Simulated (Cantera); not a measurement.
Feed: 1 mol CuO, 0.52 mol C, 2.4 mol H2, at 1723.15 K and 1.30 bar.

Cantera equilibrium calculation (NASA polynomials, part measured and part estimated; ideal gas, pure solids and liquids). Candidate condensed phases: C, C6H6, C7H8, C8H18, Cu, CuO, Cu(OH)2, Cu2O, H2O; 113 gas species. Rates play no part.

Base state: H2 0.668, CO 0.167, H2O 0.153, CO2 0.0109, Cu 0.000164, H 0.000131 (mole fractions); condensed: Cu(l).

**Question.** What changes in the equilibrium state with this change: pressure from 1.30 bar to 10.0 mbar?

**Answer.** 
```json
[
 {"species": "H2", "before": "0.668", "after": "0.653"},
 {"species": "CO", "before": "0.167", "after": "0.163"},
 {"species": "H2O", "before": "0.153", "after": "0.150"},
 {"species": "Cu", "before": "0.000164", "after": "0.0214"},
 {"species": "CO2", "before": "0.0109", "after": "0.0107"},
 {"species": "Cu2", "before": "2.22e-7", "after": "2.89e-5"},
 {"species": "OH", "before": "1.65e-6", "after": "1.86e-5"},
 {"species": "Cu(l), mol", "before": "1.000", "after": "0.936"}
]
```
